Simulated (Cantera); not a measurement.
A closed system holds: 1 mol CH3SiCl3, 0.054 mol C2H4, a varied amount of H2, equilibrated at 2048 K and 0.00490 bar.

These are equilibrium values from Cantera (NASA tables, ideal gas, pure condensed phases), not measurements of a reactor. Candidate condensed phases: C, C6H6, C7H8, C8H18, Si, SiC; 109 gas species. The feed counts by its element totals alone. The tables' values for SiCl are old estimates; treat these amounts as uncertain. Kinetics and transport are ignored.

Task: At 220 mol H2, list the 7 most abundant gas species with their mole fractions, and the condensed phases.

Result: H2 0.953, H 0.0312, HCl 0.0128, Si 0.00110, C2H2 (acetylene) 0.000835, Cl 0.000311, SiC2 4.73e-5. Condensed: SiC(s).
